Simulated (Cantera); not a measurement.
A closed system holds: 1 mol CuO, 1.1 mol CO, 2.5 mol CH4, at 190000 Pa.

Method: chemical equilibrium by Gibbs-energy minimisation in Cantera with the NASA 1993 tables (ideal gas, pure condensed phases). Candidate condensed phases: C, C6H6, C7H8, C8H18, Cu, CuO, Cu(OH)2, Cu2O, H2O; 113 gas species. Kinetics and transport are ignored.

What share of the Cu ends up in condensed phases as a function of T (K), at 1298, 1398, 1498, 1598, 1698, 1798, 1898, 1998, 2098, 2198, 2298?


| T (K) | Cu condensed (%) | as |
|---|---|---|
| 1298 | 100.0 | Cu(s) |
| 1398 | 100.0 | Cu(l) |
| 1498 | 100.0 | Cu(l) |
| 1598 | 100.0 | Cu(l) |
| 1698 | 99.9 | Cu(l) |
| 1798 | 99.8 | Cu(l) |
| 1898 | 99.4 | Cu(l) |
| 1998 | 98.4 | Cu(l) |
| 2098 | 96.1 | Cu(l) |
| 2198 | 91.2 | Cu(l) |
| 2298 | 81.4 | Cu(l) |
